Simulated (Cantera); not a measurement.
Input: 1 mol FeS, a varied amount of H2S, 0.094 mol O2, equilibrated at 1850 K and 13500 Torr.

Cantera equilibrium calculation (NASA polynomials, part measured and part estimated; ideal gas, pure solids and liquids). Candidate condensed phases: Fe, FeO, Fe(OH)2, Fe(OH)3, FeS, FeSO4, FeS2, Fe2O3, Fe2(SO4)3, Fe3O4, H2O, H2SO4, S; 22 gas species. FeS: taken at fixed stoichiometry. The numbers say what is thermodynamically allowed, not how fast it happens.

x: gas mole fraction; n: condensed amount in mol.

| n(H2S) (mol) | x H2S | x H2O | x H2 | x S2 | x SO2 | x SH | n FeS(l) |
|---|---|---|---|---|---|---|---|
| 0.38 | 0.263 | 0.342 | 0.141 | 0.229 | 0.0119 | 0.00895 | 1.000 |
| 0.49 | ? | ? | ? | 0.218 | ? | 0.00963 | 1.000 |
| 0.61 | 0.348 | 0.233 | 0.196 | 0.208 | 0.00274 | 0.0101 | 1.000 |
| 0.72 | 0.371 | ? | 0.212 | 0.202 | ? | 0.0103 | 1.000 |
| 0.84 | 0.390 | 0.174 | 0.226 | 0.196 | 0.00111 | 0.0105 | 1.000 |
| 0.95 | 0.403 | 0.156 | 0.236 | 0.192 | 0.000803 | 0.0106 | 1.000 |
| 1.1 | 0.417 | 0.135 | 0.247 | 0.188 | 0.000551 | 0.0107 | 1.000 |
| 1.2 | 0.425 | 0.125 | 0.253 | 0.185 | 0.000443 | 0.0108 | 1.000 |
| 1.3 | 0.431 | 0.116 | 0.258 | 0.183 | 0.000363 | 0.0108 | 1.000 |
| 1.4 | 0.436 | 0.108 | 0.263 | 0.182 | 0.000303 | 0.0109 | 1.000 |
| 1.5 | 0.441 | 0.101 | 0.266 | 0.180 | 0.000257 | 0.0109 | 1.000 |

**Question.** What belongs in the gaps?

**Answer.** 
- 0.72, x H2O: 0.201
- 0.72, x SO2: 0.00170
- 0.49, x H2S: 0.312
- 0.49, x H2O: 0.281
- 0.49, x H2: 0.171
- 0.49, x SO2: 0.00531
